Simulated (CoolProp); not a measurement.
The fluid at 293.15 K and 0.518 MPa expands adiabatically to 0.0648 MPa with isentropic efficiency 1. The same conditions are run with several fluids, on thermodynamics alone (safety and materials aside).

Computed with CoolProp (reference Helmholtz-energy equation of state of each fluid (sulfur hexafluoride: Guder 2009; fluorine: de Reuck 1990; normal hydrogen: Leachman 2009; C2F6 (R116): Lemmon 2006)).

| fluid | work (kJ/kg) | final temperature (K) | final density (kg/m³) |
|---|---|---|---|
| sulfur hexafluoride | 30.3 | … | … |
| fluorine | … | … | … |
| normal hydrogen | 1880 | … | 0.100 |
| C2F6 (R116) | 32.5 | 244.1 | … |

Q: Some entries are withheld; supply them.

A: 
- sulfur hexafluoride, final temperature (K): 238.6
- sulfur hexafluoride, final density (kg/m³): 4.84
- fluorine, work (kJ/kg): 101
- fluorine, final temperature (K): 164.8
- fluorine, final density (kg/m³): 1.80
- normal hydrogen, final temperature (K): 156.4
- C2F6 (R116), final density (kg/m³): 4.47
